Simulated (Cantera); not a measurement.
Feed: 1 mol PbO, 0.94 mol CH4, 0.49 mol N2, equilibrated at 1475 K.

Method: chemical equilibrium by Gibbs-energy minimisation in Cantera with the NASA 1993 tables (ideal gas, pure condensed phases). Candidate condensed phases: C, C6H6, C7H8, C8H18, H2O, Pb, PbO, PbO2, Pb3O4; 139 gas species. The numbers say what is thermodynamically allowed, not how fast it happens.

Question: What share of the Pb ends up in condensed phases as a function of P (Pa), at 10, 100, 1000, 10000, 100000, 1000000?

Answer: 
| P (Pa) | Pb condensed (%) | as |
|---|---|---|
| 10 | 0.0 | - |
| 100 | 0.0 | - |
| 1000 | 0.0 | - |
| 10000 | 21.2 | Pb(l) |
| 100000 | 93.5 | Pb(l) |
| 1000000 | 99.4 | Pb(l) |
